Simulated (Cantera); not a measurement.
Gas mixture: 100 % H2, at 5.00 bar, frozen composition.

Cantera's kinetic-theory transport with the Lennard-Jones parameters of GRI-Mech 3.0, ideal gas; thermal conductivity in the multicomponent form.

D: mixture-averaged diffusion coefficient of that species in the mixture.

```tsv
T (K)	ρ (kg/m³)	cp (J/kg/K)	μ (µPa s)	λ (mW/m/K)	Pr	D (cm²/s) CO2	D (cm²/s) OH	D (cm²/s) N2
400	0.303	14520	(withheld)	229	0.689	0.222	0.356	0.257
500	0.242	14530	(withheld)	265	0.689	0.325	0.517	0.374
600	0.202	14510	(withheld)	298	0.688	0.442	0.701	0.507
700	0.173	14560	(withheld)	331	0.688	0.574	0.906	0.656
800	0.152	14690	17.0	364	0.688	0.718	1.13	0.819
900	0.135	14870	(withheld)	397	0.689	0.874	1.37	0.996
```

Question: Complete the blanks.

Answer: 
- 400, μ (µPa s): 10.9
- 500, μ (µPa s): 12.6
- 600, μ (µPa s): 14.1
- 700, μ (µPa s): 15.6
- 900, μ (µPa s): 18.4
